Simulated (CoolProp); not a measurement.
The fluid at 293.15 K and 2.9 MPa (gas) is heated at constant pressure to 459 K. The same conditions are run with several fluids, on thermodynamics alone (safety and materials aside).

Values from CoolProp's reference Helmholtz-energy equation of state of each fluid (CF4 (R14): Platzer 1990; carbon dioxide: Span 1996; carbon monoxide: Lemmon 2006; methane: Setzmann 1991; oxygen: Schmidt 1985). The equations of Platzer and Polt are older, rougher fits.

Task: Rank CF4 (R14), carbon dioxide, carbon monoxide, methane, oxygen by heat (kJ/kg), highest first.

Result: methane (426), carbon monoxide (179), carbon dioxide (174), oxygen (160), CF4 (R14) (138)

```csv
fluid,final density (kg/m³)
CF4 (R14),67.3
carbon dioxide,34.5
carbon monoxide,21.1
methane,12.2
oxygen,24.2
```

Above 300 K oxygen's equation is extrapolated.
